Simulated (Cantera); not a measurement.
A Cantera script and what it prints.

```python
import numpy as np
import cantera as ct

gas_names = """
    CL CL2 H HCL H2 N NH NH2 NH3 N2 N2H2 N2H4 Si SiCL SiCL2 SiCL3 SiCL4 SiH SiHCL3 SiH2 SiH2CL2 SiH3
    SiH3CL SiH4 SiN Si2 Si2N Si3
""".split()
cond_names = """
    NH4CL(a) NH4CL(b) Si(cr) Si(L) Si3N4(a)
""".split()


# ... load() reads the species with a 1 bar reference pressure and builds the phases ...
atoms = {
    'SiH2Cl2': {'Si': 1, 'H': 2, 'CL': 2},
    'N2': {'N': 2},
}
top_T = {'Si3N4(a)': 2400}  # K; cautious upper limits of use, not melting points


# ... equilibrate(T, P, feed) seeds the gas with the atoms and calls Mixture.equilibrate('TP', solver="vcs", rtol=1e-11, max_steps=5000) ...
results = []
feed = {'SiH2Cl2': 1, 'N2': 23}  # mol
T = 1298.15  # K
P = 100000  # Pa
mix = equilibrate(T, P, feed)
results.append((T, P, feed, dict(zip(mix.species_names, mix.species_moles))))
x = sorted(zip(gas.X, gas.species_names), reverse=True)
print(f"T = {T:g} K  P = {P:g} Pa  gas = {mix.phase_moles(0):.4g} mol")
print("   x: " + "  ".join(f"{s} {v:.3e}" for v, s in x if v > 0.0001))
print("   condensed (mol): " + ("  ".join(f"{mix.phase(i).name} {mix.phase_moles(i):.4g}"
      for i in range(1, mix.n_phases) if mix.phase_moles(i) > 1e-12) or "none"))
```

Result:

```
T = 1298.15 K  P = 100000 Pa  gas = 24.28 mol
   x: N2 9.244e-01  HCL 5.521e-02  H2 1.354e-02  SiCL4 6.561e-03  SiCL3 2.053e-04
   condensed (mol): Si3N4(a) 0.2777
```

These are equilibrium values from Cantera (NASA tables, ideal gas, pure condensed phases), not measurements of a reactor. N2 is the only nitrogen source here; it is nearly inert below about 1500 K, so the nitride shown seldom forms there in practice. The tables' values for SiCl3 are old estimates; treat these amounts as uncertain.
